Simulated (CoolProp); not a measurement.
Vapour-liquid equilibrium of R22 (1) + acetone (2) at 248.2 K; x and y are mole fractions of (1).

Values from CoolProp's multi-fluid Helmholtz-energy mixture model, Kamei 1995 and Lemmon 2006; pair parameters Bell 2016.

Problem. Give the bubble pressure and the first vapour's composition at x = 0.35, 0.65, 0.8. Is there an azeotrope?

Solution. x = 0.35: 0.03975 MPa, y = 0.961; x = 0.65: 0.09586 MPa, y = 0.993; x = 0.8: 0.1426 MPa, y = 0.998. No azeotrope shows between x = 0.05 and 0.95.

Pair parameters are fitted to limited data, so mixtures are less certain than the pure fluids.
